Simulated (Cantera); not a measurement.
## Adiabatic ignition

An adiabatic, constant-pressure homogeneous reactor starts with 3.44 % CH4, 1.07 % H2, 20.0 % O2, 75.4 % N2, equivalence ratio 0.37, at 1575 K and 1000000 Pa.

Computed with Cantera and GRI-Mech 3.0 (53 species, 325 reactions).

```tsv
t (s)	T (K)	x CH4	x H2	x O2	x C2H	x NO	x CH2CO	x CO2
1.00e-6	1575	0.0344	0.0107	0.200	<1e-12	<1e-12	<1e-12	2.99e-11
2.63e-6	1575	0.0344	0.0107	0.200	<1e-12	<1e-12	<1e-12	6.60e-10
6.92e-6	1575	0.0344	0.0107	0.200	<1e-12	<1e-12	6.97e-11	4.13e-8
1.82e-5	1587	0.0322	0.0103	0.199	2.49e-12	9.59e-11	1.57e-6	2.05e-5
4.79e-5	2331	<1e-12	0.000341	0.126	<1e-12	3.64e-5	<1e-12	0.0328
0.000126	2350	<1e-12	0.000192	0.126	<1e-12	9.46e-5	<1e-12	0.0341
0.000331	2350	<1e-12	0.000191	0.126	<1e-12	0.000237	<1e-12	0.0341
0.000872	2349	<1e-12	0.000191	0.125	<1e-12	0.000604	<1e-12	0.0341
0.00229	2347	<1e-12	0.000189	0.125	<1e-12	0.00153	<1e-12	0.0341
0.00603	2343	<1e-12	0.000185	0.124	<1e-12	0.00368	<1e-12	0.0341
0.0159	2334	<1e-12	0.000179	0.122	<1e-12	0.00757	<1e-12	0.0341
0.0418	2326	<1e-12	0.000172	0.120	<1e-12	0.0113	<1e-12	0.0342
0.110	2325	<1e-12	0.000171	0.120	<1e-12	0.0122	<1e-12	0.0342
0.289	2325	<1e-12	0.000171	0.120	<1e-12	0.0122	<1e-12	0.0342
0.760	2325	<1e-12	0.000171	0.120	<1e-12	0.0122	<1e-12	0.0342
2.00	2325	<1e-12	0.000171	0.120	<1e-12	0.0122	<1e-12	0.0342
```
x: mole fraction; the columns are a selection and need not sum to one.

```
Property                                                               Value
---------------------------------  -----------------------------------------
time of steepest temperature rise                                    30.3 µs
temperature at 2.00 s                                                 2325 K
equilibrium temperature                                               2325 K
x(CH4) at 2.00 s                       <1e-12 (gas-phase equilibrium <1e-12)
x(H2) at 2.00 s                    0.000171 (gas-phase equilibrium 0.000171)
x(O2) at 2.00 s                          0.120 (gas-phase equilibrium 0.120)
```
